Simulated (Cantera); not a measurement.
Feed: 1 mol V, 0.51 mol N2, 0.38 mol H2O, held at 1.33 mbar.

These are equilibrium values from Cantera (NASA tables, ideal gas, pure condensed phases), not measurements of a reactor. Candidate condensed phases: H2O, V, VN, VO, V2O3, V2O4, V2O5; 28 gas species. Mutual solubility and eutectic melting of coexisting phases are not modelled. VN, VO: taken at fixed stoichiometry. Condensed phases not in the tables: solid solutions among these carbides, nitrides and lower oxides, V2N. Rates play no part.

Task: At 1425 °C, list the 4 most abundant gas species with their mole fractions, and the condensed phases.

Result: H2 0.652, N2 0.344, H 0.00320, H2O 0.000175. Condensed: VN(s) + VO(s).
